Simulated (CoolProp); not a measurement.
p-xylene along the isobar 6.17 MPa: density (kg/m³) from the reference equation and from simpler models built on Tc = 343.0 °C, pc = 3.532 MPa, ω = 0.324; each cubic takes its own stable root.

Computed with CoolProp (reference Helmholtz-energy equation of state, Zhou 2012).

| T (°C) | phase | reference | van der Waals | Redlich-Kwong |
|---|---|---|---|---|
| 240.25 | liquid | 657.5 | 399.5 | 546.0 |
| 247.85 | liquid | 648.4 | 395.2 | 537.4 |
| 255.45 | liquid | 639.0 | 390.8 | 528.6 |
| 263.05 | liquid | 629.4 | 386.3 | 519.5 |
| 270.75 | liquid | 619.2 | 381.6 | 510.0 |
| 278.35 | liquid | 608.9 | 376.8 | 500.3 |
| 285.95 | liquid | 598.1 | 371.9 | 490.4 |
| 293.55 | liquid | 586.8 | 366.9 | 480.1 |
| 301.15 | liquid | 574.9 | 361.7 | 469.4 |
| 308.75 | liquid | 562.4 | 356.3 | 458.4 |
| 316.35 | liquid | 549.1 | 350.8 | 446.9 |
| 324.05 | liquid | 534.7 | 344.9 | 434.7 |
| 331.65 | liquid | 519.4 | 338.9 | 422.2 |
| 339.25 | liquid | 502.7 | 332.7 | 409.1 |
| 346.85 | supercritical | 484.4 | 326.2 | 395.4 |
